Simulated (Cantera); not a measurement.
A closed system holds: 1 mol SiCl₄, 1.9 mol O₃, 36 mol N₂, held at 1075 °C and 10000 Pa.

These are equilibrium values from Cantera (NASA tables, ideal gas, pure condensed phases), not measurements of a reactor. Candidate condensed phases: Si, SiO₂, Si₂N₂O, Si₃N₄; 23 gas species. The tables hold silica as quartz up to 1696 K and as liquid above; real silica turns to tridymite and cristobalite and melts near 1996 K. Equilibrium is a limit: real reactors are often held back by kinetics, nucleation or transport.

Q: What is the equilibrium state?

A: 
- x(N₂): 0.898
- x(O₂): 0.0460
- x(Cl₂): 0.0437
- x(Cl): 0.0124
- x(NO): 0.000267
- x(ClO): 2.56e-5
- n(SiO₂(β-quartz)): 1.00 mol
- gas amount: 40.10 mol
- log10 activity of Si(s) (absent): -23.61
